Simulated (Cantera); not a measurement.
Charge: 1 mol Si₃N₄, 0.21 mol O₂, equilibrated at 50.0 Pa.

Cantera equilibrium calculation (NASA polynomials, part measured and part estimated; ideal gas, pure solids and liquids). Candidate condensed phases: Si, SiO₂, Si₂N₂O, Si₃N₄; 16 gas species. Mutual solubility and eutectic melting of coexisting phases are not modelled. The numbers say what is thermodynamically allowed, not how fast it happens.

**Question.** Which condensed phases are stable at each of these points (T (K)): 1500, 1575, 1650, 1725, 1800, 1875, 1950, 2025, 2100?

**Answer.** 
| T (K) | condensed phases | Si condensed (%) |
|---|---|---|
| 1500 | Si₂N₂O(s) + Si₃N₄(s) | 100.0 |
| 1575 | Si₂N₂O(s) + Si₃N₄(s) | 100.0 |
| 1650 | Si(s) + Si₂N₂O(s) | 95.7 |
| 1725 | Si(l) | 85.8 |
| 1800 | Si(l) | 85.5 |
| 1875 | Si(l) | 84.4 |
| 1950 | Si(l) | 81.8 |
| 2025 | Si(l) | 74.9 |
| 2100 | Si(l) | 55.1 |

From 1500 K to 1575 K the condensed part is Si₂N₂O(s) + Si₃N₄(s). At 1650 K the condensed part is Si(s) + Si₂N₂O(s). From 1725 K to 2100 K the condensed part is Si(l).
